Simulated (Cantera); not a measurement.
A perfectly stirred reactor is fed with C₂H₆ : N₂ = 1 : 5.4 (molar parts), at 0.109 atm; it is held at 1173 K, and followed from long to short residence time.

Detailed kinetics in Cantera: GRI-Mech 3.0 (53 species, 325 reactions). GRI-Mech 3.0 stops at C3 and has no aromatics, soot or wall deposition, so with more carbon than oxygen in the feed, carbon stays in small species such as C2H2 where larger ones or solid carbon would form.

Problem. What does this change do: N2 5.4 to 31 parts?

Solution. 
```json
[
 {"quantity": "x(C₂H₆) at τ = 0.320 s", "before": "0.0269", "after": "0.00713"},
 {"quantity": "x(CH₃) at τ = 0.320 s", "before": "2.41e-5", "after": "1.55e-5"},
 {"quantity": "x(H₂) at τ = 0.320 s", "before": "0.109", "after": "0.0251"},
 {"quantity": "x(H) at τ = 0.320 s", "before": "3.86e-6", "after": "2.90e-6"},
 {"quantity": "x(CH₄) at τ = 0.320 s", "before": "0.0197", "after": "0.00339"},
 {"quantity": "x(C₂H₆) at τ = 12.0 ms", "before": "0.139", "after": "0.0290"},
 {"quantity": "x(CH₃) at τ = 12.0 ms", "before": "4.78e-5", "after": "2.74e-5"},
 {"quantity": "x(H₂) at τ = 12.0 ms", "before": "0.0137", "after": "0.00200"},
 {"quantity": "x(H) at τ = 12.0 ms", "before": "2.40e-6", "after": "1.65e-6"},
 {"quantity": "x(CH₄) at τ = 12.0 ms", "before": "0.00166", "after": "0.000190"}
]
```

Problem. What does this change do: N2 5.4 to 0.86 parts?

Solution. 
```csv
quantity,before,after
x(C₂H₆) at τ = 0.320 s,0.0269,0.0654
x(CH₃) at τ = 0.320 s,2.41e-5,3.19e-5
x(H₂) at τ = 0.320 s,0.109,0.282
x(H) at τ = 0.320 s,3.86e-6,4.80e-6
x(CH₄) at τ = 0.320 s,0.0197,0.0594
x(C₂H₆) at τ = 12.0 ms,0.139,0.437
x(CH₃) at τ = 12.0 ms,4.78e-5,6.66e-5
x(H₂) at τ = 12.0 ms,0.0137,0.0595
x(H) at τ = 12.0 ms,2.40e-6,3.41e-6
x(CH₄) at τ = 12.0 ms,0.00166,0.00775
```
